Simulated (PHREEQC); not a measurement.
A solution holds 0.086 mol NaOH and 0.0054 mol CO2 per kg of water, at 25 °C. Closed to the air; pH follows from the charge balance.

Computed with PHREEQC (ion-association model, phreeqc.dat).

* **pH**: 12.76
* **ionic strength**: 0.0872 mol/kgw
* **specific conductance**: 16400 µS/cm
* **density**: 1.001 g/cm³
* **total alkalinity**: 86.0 meq/kg

```csv
species,molality,activity,log γ
Na+,0.0839,0.0665,-0.101
OH-,0.0752,0.0580,-0.112
CO3-2,0.00331,0.00133,-0.395
NaCO3-,0.00209,0.00165,-0.103
HCO3-,6.19e-6,4.93e-6,-0.099
NaHCO3,1.81e-7,1.84e-7,0.009
```

Precipitation was switched off in this run. Complexes and solids missing from the database can't appear.
